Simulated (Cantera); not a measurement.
Low-pressure radical oxidation in H2/O2

An isothermal, constant-pressure homogeneous reactor starts with H2 : O2 = 0.39 : 1 (molar parts), equivalence ratio 0.20, at 1000 K and 3.83 Torr.

Cantera simulation using the H2/O2 subset of GRI-Mech 3.0, which has no nitrogen chemistry; the numbers are that mechanism's predictions, not measurements. Radical loss at walls, strong at low pressure, is not modelled. The temperature is held fixed by assumption; the heat of reaction is taken as removed at once.

| t (s) | x H2 | x O2 | x HO2 | x H | x H2O2 |
|---|---|---|---|---|---|
| 2.00e-6 | 0.281 | 0.719 | 1.50e-12 | 1.50e-12 | <1e-12 |
| 6.59e-6 | 0.281 | 0.719 | 4.94e-12 | 4.91e-12 | <1e-12 |
| 2.17e-5 | 0.281 | 0.719 | 1.63e-11 | 1.60e-11 | <1e-12 |
| 7.17e-5 | 0.281 | 0.719 | 5.37e-11 | 5.16e-11 | <1e-12 |
| 0.000236 | 0.281 | 0.719 | 1.77e-10 | 1.79e-10 | <1e-12 |
| 0.000779 | 0.281 | 0.719 | 5.87e-10 | 1.08e-9 | <1e-12 |
| 0.00257 | 0.281 | 0.719 | 2.35e-9 | 7.51e-8 | 2.91e-12 |
| 0.00847 | 0.218 | 0.690 | 3.14e-6 | 0.0332 | 8.10e-8 |
| 0.0279 | 0.0108 | 0.627 | 6.95e-6 | 0.0668 | 1.30e-7 |
| 0.0920 | 0.00195 | 0.667 | 6.96e-6 | 0.00404 | 2.54e-7 |
| 0.303 | 9.80e-5 | 0.673 | 2.18e-6 | 4.00e-5 | 1.83e-7 |
| 1.00 | 7.44e-6 | 0.674 | 3.20e-7 | 9.57e-7 | 6.57e-8 |
x: mole fraction; the columns are a selection and need not sum to one.

Equilibrium at this temperature and pressure: H2 4.90e-10, O2 0.674, HO2 1.08e-9, H <1e-12, H2O2 5.39e-11 (gas phase only).
